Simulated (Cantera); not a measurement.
Input (Python, Cantera):

```python
import numpy as np
import cantera as ct

gas = ct.Solution("gri30.yaml")
gas.TPX = 1075, 65000, {'CO': 0.013, 'O2': 0.027, 'H2O': 0.024, 'N2': 1}
reactor = ct.IdealGasConstPressureReactor(gas, energy="off", clone=False)
net = ct.ReactorNet([reactor])
net.rtol, net.atol = 1e-08, 1e-18
show = ['CO', 'O2', 'H2O', 'CO2', 'H2O2', 'H2', 'H']
times = np.geomspace(0.0001, 200, 14)

steps = ct.SolutionArray(gas, extra=["t"])
rows = []
print(f"{'t/s':>10s}{'T/K':>9s}{'P/Pa':>11s}" + "".join(f"{s:>11s}" for s in show))
for t in times:
    while net.time < t:
        t_next = net.step()
        steps.append(gas.state, t=t_next)
    rows.append([np.interp(t, steps.t, y) for y in (steps.T, steps.P, *steps(*show).X.T)])
    print(f"{t:10.3e}{rows[-1][0]:9.1f}{rows[-1][1]:11.4g}" + "".join(f"{x:11.3e}" for x in rows[-1][2:]))
rate = np.gradient(steps.T, steps.t)
print("integrator steps:", len(steps.t))
if steps.T.max() > steps.T[0] + 200:
    print(f"time of steepest temperature rise: {steps.t[rate.argmax()]:.4e} s")
gas.TPX = 1075, 65000, {'CO': 0.013, 'O2': 0.027, 'H2O': 0.024, 'N2': 1}
gas.equilibrate("TP")
print(f"equilibrium (TP): T = {gas.T:.1f} K  " + "  ".join(f"{s} {gas[s].X[0]:.3e}" for s in show))
```

Result:

```
       t/s      T/K       P/Pa         CO         O2        H2O        CO2       H2O2         H2          H
 1.000e-04   1075.0    6.5e+04  1.222e-02  2.538e-02  2.256e-02  1.141e-10  1.177e-17  1.003e-13  3.250e-12
 3.053e-04   1075.0    6.5e+04  1.222e-02  2.538e-02  2.256e-02  4.438e-10  5.718e-16  3.278e-12  3.103e-11
 9.319e-04   1075.0    6.5e+04  1.222e-02  2.538e-02  2.256e-02  3.344e-09  3.850e-14  8.347e-11  2.640e-10
 2.845e-03   1075.0    6.5e+04  1.222e-02  2.538e-02  2.256e-02  1.575e-07  9.469e-12  5.769e-09  1.048e-08
 8.685e-03   1075.0    6.5e+04  1.086e-02  2.468e-02  2.243e-02  1.367e-03  3.006e-07  9.093e-05  4.981e-05
 2.651e-02   1075.0    6.5e+04  2.833e-03  2.077e-02  2.258e-02  9.442e-03  3.287e-07  6.084e-05  1.310e-05
 8.094e-02   1075.0    6.5e+04  4.325e-04  1.959e-02  2.267e-02  1.186e-02  1.280e-07  8.323e-06  8.616e-07
 2.471e-01   1075.0    6.5e+04  4.462e-05  1.941e-02  2.269e-02  1.225e-02  2.145e-08  7.317e-07  3.533e-08
 7.543e-01   1075.0    6.5e+04  3.404e-06  1.939e-02  2.269e-02  1.229e-02  2.968e-09  5.768e-08  1.033e-09
 2.303e+00   1075.0    6.5e+04  2.129e-07  1.939e-02  2.269e-02  1.229e-02  4.174e-10  4.891e-09  3.282e-11
 7.030e+00   1075.0    6.5e+04  7.601e-09  1.939e-02  2.269e-02  1.229e-02  8.363e-11  5.952e-10  1.887e-12
 2.146e+01   1075.0    6.5e+04  1.518e-10  1.939e-02  2.269e-02  1.229e-02  3.492e-11  2.276e-10  4.907e-13
 6.551e+01   1075.0    6.5e+04  9.057e-11  1.939e-02  2.269e-02  1.229e-02  2.548e-11  1.781e-10  3.295e-13
 2.000e+02   1075.0    6.5e+04  7.423e-11  1.939e-02  2.269e-02  1.229e-02  1.867e-11  1.471e-10  2.329e-13
integrator steps: 1768
equilibrium (TP): T = 1075.0 K  CO 7.185e-11  O2 1.937e-02  H2O 2.269e-02  CO2 1.229e-02  H2O2 1.754e-11  H2 1.426e-10  H 2.188e-13
```

Computed with Cantera and GRI-Mech 3.0 (53 species, 325 reactions).
